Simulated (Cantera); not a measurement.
Gas activation for diamond growth

A perfectly stirred reactor is fed with CH4 : H2 : CO2 = 0.0057 : 1 : 0.021 (molar parts), at 0.0130 bar; it is held at 2450 K, and followed from long to short residence time.

Model: GRI-Mech 3.0 (53 species, 325 reactions), integrated in Cantera. Radical loss at walls, strong at low pressure, is not modelled.

```
τ (s)      x CH4   x H2     x CO2    x HCO     x HO2    x CH2O
------  --------  -----  --------  -------  --------  --------
14       3.53e-8  0.809   6.30e-5  7.82e-9  7.98e-11  2.71e-10
4.1      1.70e-7  0.821   6.37e-5  8.74e-9  7.26e-11  8.07e-10
1.3      1.40e-6  0.851   6.60e-5  1.24e-8  5.51e-11   3.72e-9
0.38     3.41e-5  0.899   8.04e-5  3.01e-8  2.87e-11   2.85e-8
0.12    0.000246  0.920  0.000147  6.07e-8  1.99e-11   9.94e-8
0.035   0.000841  0.930  0.000452  9.56e-8  1.76e-11   2.21e-7
0.011    0.00205  0.937   0.00168  1.14e-7  1.47e-11   3.47e-7
0.0032   0.00398  0.950   0.00704  7.74e-8  1.28e-11   3.46e-7
```
x: mole fraction; the columns are a selection and need not sum to one.
